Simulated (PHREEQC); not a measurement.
Dissolve 0.000165 mol/kgw CaSO4 and 0.0038 mol/kgw Na2HPO4 at 20 °C. Closed to the air; pH follows from the charge balance.

Equilibrium calculation in PHREEQC: ion-association model, wateq4f.dat.

This is a speciation only: nothing precipitates in the calculation.

Task: Order these Ca species by the share of Ca that they hold, largest first: CaSO4, Ca+2, CaHPO4, CaPO4-.

Result: CaPO4- (39 %), Ca+2 (34 %), CaHPO4 (26 %), CaSO4 (0.45 %)

The pH is 8.79 and the ionic strength 0.0115 mol/kgw. Saturation is exceeded, for instance for Hydroxyapatite; the values hold only as long as no solid forms. H3PO4, which wateq4f.dat lacks, is added to it with the constant of phreeqc.dat.
